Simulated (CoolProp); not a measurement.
Model: reference Helmholtz-energy equation of state, Smukala 2000, in CoolProp.

### Question
For ethylene, give the phase and the cp (kJ/(kg K)), speed of sound (m/s) at 299.9 K and 14.4 MPa; 299.9 K and 43.2 MPa.

### Answer
- 299.9 K and 14.4 MPa: supercritical; cp 3.23, speed of sound 561
- 299.9 K and 43.2 MPa: supercritical; cp 2.44, speed of sound 960
